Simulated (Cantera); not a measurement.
Adiabatic ignition

An adiabatic, constant-volume homogeneous reactor starts with CH4 : O2 : N2 : H2O = 1 : 2.6 : 9.77 : 1.3 (molar parts), equivalence ratio 0.77, at 1525 K and 0.987 atm.

Detailed kinetics in Cantera: GRI-Mech 3.0 (53 species, 325 reactions).

| t (s) | T (K) | P (bar) | x CH4 | x O2 | x H2O | x O | x C2H2 | x C2H6 |
|---|---|---|---|---|---|---|---|---|
| 6.00e-6 | 1525 | 1.000 | 0.0682 | 0.177 | 0.0886 | 1.02e-8 | <1e-12 | 4.22e-11 |
| 1.73e-5 | 1525 | 1.000 | 0.0682 | 0.177 | 0.0886 | 1.47e-8 | <1e-12 | 1.29e-9 |
| 5.00e-5 | 1525 | 1.000 | 0.0682 | 0.177 | 0.0886 | 3.12e-8 | 1.75e-12 | 4.60e-8 |
| 0.000144 | 1525 | 1.000 | 0.0681 | 0.177 | 0.0887 | 1.09e-7 | 2.85e-10 | 2.30e-6 |
| 0.000416 | 1528 | 1.00 | 0.0672 | 0.177 | 0.0892 | 5.59e-7 | 8.45e-8 | 0.000116 |
| 0.00120 | 2730 | 1.84 | <1e-12 | 0.0460 | 0.194 | 0.00652 | <1e-12 | <1e-12 |
| 0.00346 | 2718 | 1.83 | <1e-12 | 0.0419 | 0.195 | 0.00592 | <1e-12 | <1e-12 |
| 0.01000 | 2715 | 1.83 | <1e-12 | 0.0410 | 0.195 | 0.00579 | <1e-12 | <1e-12 |
| 0.0288 | 2715 | 1.83 | <1e-12 | 0.0410 | 0.195 | 0.00579 | <1e-12 | <1e-12 |
| 0.0832 | 2715 | 1.83 | <1e-12 | 0.0410 | 0.195 | 0.00579 | <1e-12 | <1e-12 |
| 0.240 | 2715 | 1.83 | <1e-12 | 0.0410 | 0.195 | 0.00579 | <1e-12 | <1e-12 |
| 0.693 | 2715 | 1.83 | <1e-12 | 0.0410 | 0.195 | 0.00579 | <1e-12 | <1e-12 |
| 2.00 | 2715 | 1.83 | <1e-12 | 0.0410 | 0.195 | 0.00579 | <1e-12 | <1e-12 |
x: mole fraction; the columns are a selection and need not sum to one.

```json
{
 "time_of_steepest_temperature_rise": "0.946 ms",
 "temperature at 2.00 s": "2715 K",
 "equilibrium_temperature": "2715 K",
 "x(CH4) at 2.00 s": "<1e-12 (gas-phase equilibrium <1e-12)",
 "x(O2) at 2.00 s": "0.0410 (gas-phase equilibrium 0.0410)",
 "x(H2O) at 2.00 s": "0.195 (gas-phase equilibrium 0.195)"
}
```
